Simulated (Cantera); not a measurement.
Input (Python, Cantera):

```python
import numpy as np
import cantera as ct

gas = ct.Solution("gri30.yaml")
gas.TPX = 1373, 101325, {'CH4': 1, 'N2': 19}
inlet = ct.Reservoir(gas, clone=True)

reactor = ct.IdealGasConstPressureReactor(gas, energy="off", clone=False)
exhaust = ct.Reservoir(gas, clone=True)
tau = [16, 3.2, 0.62, 0.12, 0.024, 0.0048, 0.00094][0]
for a, b in ((inlet, reactor), (reactor, exhaust)):
    ct.MassFlowController(a, b, mdot=lambda t: reactor.mass / tau)
net = ct.ReactorNet([reactor])
show = ['CH4', 'C2H4', 'C2H', 'HCN', 'CH2', 'H2', 'C2H2']

rows = []
print(f"{'tau/s':>10s}{'T/K':>9s}" + "".join(f"{s:>11s}" for s in show))
for tau in [16, 3.2, 0.62, 0.12, 0.024, 0.0048, 0.00094]:
    net.initial_time = 0.0
    net.advance(30 * tau)
    before = gas.X
    net.advance(40 * tau)
    drift = np.max(np.abs(gas.X - before) / (gas.X + 1e-9))
    rows.append([gas.T, *gas[show].X, drift])
    print(f"{tau:10.3e}{gas.T:9.1f}" + "".join(f"{x:11.3e}" for x in gas[show].X))
```

Result:

```
     tau/s      T/K        CH4       C2H4        C2H        HCN        CH2         H2       C2H2
 1.600e+01   1373.0  3.249e-02  3.460e-04  7.468e-11  2.871e-10  6.093e-11  2.465e-02  7.979e-03
 3.200e+00   1373.0  4.347e-02  2.834e-04  3.092e-11  5.281e-11  1.106e-10  8.954e-03  2.776e-03
 6.200e-01   1373.0  4.828e-02  2.591e-04  6.656e-12  4.951e-12  1.562e-10  2.044e-03  4.774e-04
 1.200e-01   1373.0  4.970e-02  6.428e-05  3.748e-13  2.486e-13  1.106e-10  2.509e-04  1.898e-05
 2.400e-02   1373.0  4.995e-02  4.380e-06  1.062e-14  2.024e-14  3.999e-11  2.823e-05  1.927e-07
 4.800e-03   1373.0  4.999e-02  2.327e-07  3.137e-16  2.027e-15  1.251e-11  4.433e-06  1.606e-09
 9.400e-04   1373.0  5.000e-02  5.079e-09  7.241e-19  9.938e-17  1.510e-12  7.881e-07  5.317e-12
```

Detailed kinetics in Cantera: GRI-Mech 3.0 (53 species, 325 reactions). GRI-Mech 3.0 stops at C3 and has no aromatics, soot or wall deposition, so with more carbon than oxygen in the feed, carbon stays in small species such as C2H2 where larger ones or solid carbon would form.
